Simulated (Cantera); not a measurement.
Source: NASA polynomial tables (part measured, part estimated), evaluated in Cantera. Values are per mole of reaction as written; species without (g) are pure solids or liquids, kept so even where they would boil at 1 bar.

Question: Between 1748 and 2548 K, where is each reaction favourable under standard conditions?
- H2O(g) + Nb2O5 = 2 OH(g) + 2 NbO2(g)

Answer: 
- H2O(g) + Nb2O5 = 2 OH(g) + 2 NbO2(g): ΔG° is 847 kJ at 1748 K and 490 kJ at 2548 K; it stays positive (K < 1). ΔH° is 1571 kJ and ΔS° 424 J/K at 2548 K.
